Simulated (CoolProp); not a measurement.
Benzene along the isobar 5670 kPa: fugacity coefficient from the reference equation and from simpler models built on Tc = 562.0 K, pc = 4906 kPa, ω = 0.211; each cubic takes its own stable root.

Computed with CoolProp (reference Helmholtz-energy equation of state, Thol 2012).

```csv
T (K),phase,reference,van der Waals,Soave-Redlich-Kwong,Peng-Robinson
449.1,liquid,0.1670,0.3192,0.1724,0.1661
462.2,liquid,0.2034,0.3534,0.2102,0.2023
475.4,liquid,0.2442,0.3890,0.2526,0.2430
488.5,liquid,0.2887,0.4250,0.2987,0.2871
501.7,liquid,0.3371,0.4619,0.3486,0.3350
514.8,liquid,0.3884,0.4988,0.4011,0.3855
528,liquid,0.4427,0.5359,[?],0.4384
541.1,liquid,0.4984,[?],0.5116,[?]
554.3,liquid,[?],0.6083,0.5669,0.5454
567.4,supercritical,0.6100,0.6423,0.6186,0.5953
580.6,supercritical,0.6543,0.6732,0.6596,0.6348
593.7,supercritical,0.6847,0.6969,0.6888,0.6634
606.9,supercritical,0.7102,0.7161,0.7137,0.6879
620,supercritical,0.7323,0.7328,0.7355,0.7095
```

Question: Fill in the missing entries.

Answer: 
- 528, Soave-Redlich-Kwong: 0.4560
- 541.1, van der Waals: 0.5724
- 541.1, Peng-Robinson: 0.4919
- 554.3, reference: 0.5552
